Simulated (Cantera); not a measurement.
An isothermal, constant-pressure homogeneous reactor starts with 7.83 % H₂, 92.2 % O₂, equivalence ratio 0.043, at 1323 K and 0.0160 bar.

Detailed kinetics in Cantera: GRI-Mech 3.0 (53 species, 325 reactions). Radical loss at walls, strong at low pressure, is not modelled. The temperature is held fixed by assumption; the heat of reaction is taken as removed at once.

x: mole fraction; the columns are a selection and need not sum to one.

| t (s) | x H₂ | x O₂ | x H | x HO₂ | x OH |
|---|---|---|---|---|---|
| 8.00e-5 | 0.0783 | 0.922 | 4.24e-8 | ? | 4.18e-8 |
| 0.000215 | 0.0783 | 0.922 | 4.25e-7 | ? | 5.09e-7 |
| 0.000576 | 0.0778 | 0.921 | 0.000140 | ? | 0.000170 |
| 0.00155 | 0.00226 | 0.862 | 0.0144 | 4.19e-6 | 0.00757 |
| 0.00415 | 0.00176 | 0.866 | 0.0121 | 4.07e-6 | 0.00687 |
| 0.0111 | 0.00142 | 0.878 | 0.00845 | 3.92e-6 | 0.00621 |
| 0.0299 | 0.000822 | 0.896 | 0.00352 | ? | 0.00477 |
| 0.0803 | 0.000265 | 0.911 | 0.000620 | ? | 0.00273 |
| 0.215 | 5.20e-5 | 0.917 | 5.31e-5 | ? | 0.00121 |
| 0.578 | 9.17e-6 | 0.918 | 3.93e-6 | ? | 0.000510 |
| 1.55 | 1.87e-6 | 0.918 | 3.64e-7 | ? | 0.000231 |
| 4.16 | 4.69e-7 | 0.918 | 4.59e-8 | ? | 0.000116 |
| 11.2 | 1.53e-7 | 0.918 | 8.61e-9 | ? | 6.64e-5 |
| 30.0 | 9.11e-8 | 0.918 | 3.96e-9 | ? | 5.12e-5 |

What belongs in the gaps?


- 8.00e-5, x HO₂: 5.25e-8
- 0.000215, x HO₂: 1.42e-7
- 0.000576, x HO₂: 7.82e-7
- 0.0299, x HO₂: 3.38e-6
- 0.0803, x HO₂: 2.12e-6
- 0.215, x HO₂: 8.03e-7
- 0.578, x HO₂: 2.16e-7
- 1.55, x HO₂: 6.25e-8
- 4.16, x HO₂: 3.36e-8
- 11.2, x HO₂: 3.74e-8
- 30.0, x HO₂: 4.44e-8
